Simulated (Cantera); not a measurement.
A closed system holds: 1 mol SiCl₄, 6.8 mol N₂, 0.67 mol H₂, held at 902 °C and 0.133 bar.

Cantera equilibrium calculation (NASA polynomials, part measured and part estimated; ideal gas, pure solids and liquids). Candidate condensed phases: NH₄Cl, Si, Si₃N₄; 28 gas species. N₂ is the only nitrogen source here; it is nearly inert below about 1500 K, so the nitride shown seldom forms there in practice. The tables' values for SiCl₃ are old estimates; treat these amounts as uncertain. The numbers say what is thermodynamically allowed, not how fast it happens.

Base state: N₂ 0.774, HCl 0.123, SiCl₄ 0.0853, H₂ 0.0165, SiCl₃ 0.000676, SiHCl₃ 0.000270, SiCl₂ 5.23e-5 (mole fractions); condensed: Si₃N₄(s).

Task: What changes in the equilibrium state with this change: SiCl₄ replaced by SiH₄?

Result: 
| species | before | after |
|---|---|---|
| N₂ | 0.774 | 0.697 |
| H₂ | 0.0165 | 0.303 |
| HCl | 0.123 | 0 |
| SiCl₄ | 0.0853 | 0 |
| SiCl₃ | 0.000676 | 0 |
| SiHCl₃ | 0.000270 | 0 |
| SiCl₂ | 5.23e-5 | 0 |
| Si₃N₄(s), mol | 0.0871 | 0.333 |
